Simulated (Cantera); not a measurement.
What does this Cantera script print?

```python
import numpy as np
import cantera as ct

gas_names = [...]  # 109 gases of nasa_gas.yaml made of C, Cl, H, Si
cond_names = """
    C(gr) C6H6(L) C7H8(L) C8H18(L),n-octa Si(cr) Si(L) SiC(b)
""".split()


# ... load() reads the species with a 1 bar reference pressure and builds the phases ...
atoms = {
    'CH3SiCl3': {'C': 1, 'H': 3, 'Si': 1, 'CL': 3},
    'C2H4': {'C': 2, 'H': 4},
    'H2': {'H': 2},
}
top_T = {'C(gr)': 4500, 'SiC(b)': 3050}  # K; cautious upper limits of use, not melting points


# ... equilibrate(T, P, feed) seeds the gas with the atoms and calls Mixture.equilibrate('TP', solver="vcs", rtol=1e-11, max_steps=5000) ...
results = []
feed = {'CH3SiCl3': 1, 'C2H4': 0.069, 'H2': 6.2}  # mol
P = 570  # Pa
for T in [1148, 1248, 1348, 1448, 1548, 1648, 1748]:
    mix = equilibrate(T, P, feed)
    results.append((T, P, feed, dict(zip(mix.species_names, mix.species_moles))))

top = {s: max(r[3][s] / sum(r[3][g] for g in gas_names) for r in results) for s in gas_names}
cols = sorted((s for s in top if top[s] > 0.0001), key=lambda s: -top[s])[:5]
seen = [c for c in cond_names if any(r[3].get(c, 0) > 1e-12 for r in results)]
print("log10 of partial pressures in bar; condensed amounts in mol")
print(f"{'T/K':>10s}" + "".join(f"{s[:9]:>10s}" for s in cols + seen))
for T, P, feed, n in results:
    ng = sum(n[g] for g in gas_names)
    print(f"{T:10.4g}" + "".join(f"{np.log10(max(n[s] / ng * P / 1e5, 1e-99)):10.3f}" for s in cols)
          + "".join(f"{n.get(c, 0):10.4g}" for c in seen))
```

It prints:

```
log10 of partial pressures in bar; condensed amounts in mol
       T/K        H2       HCL     SiCL2     SiCL4         H     C(gr)    SiC(b)
      1148    -2.401    -2.774    -5.724    -4.437    -8.345    0.2068    0.9306
      1248    -2.409    -2.749    -5.340    -5.073    -7.535    0.1639    0.9738
      1348    -2.410    -2.745    -5.055    -5.691    -6.841    0.1591    0.9787
      1448    -2.410    -2.746    -4.822    -6.245    -6.241    0.1661    0.9717
      1548    -2.410    -2.750    -4.627    -6.737    -5.716    0.1789    0.9589
      1648    -2.409    -2.756    -4.461    -7.177    -5.255     0.196    0.9414
      1748    -2.408    -2.763    -4.320    -7.576    -4.845    0.2167    0.9198
```

Method: chemical equilibrium by Gibbs-energy minimisation in Cantera with the NASA 1993 tables (ideal gas, pure condensed phases). The feed counts by its element totals alone. The tables' values for SiCl3, SiCl are old estimates; treat these amounts as uncertain.
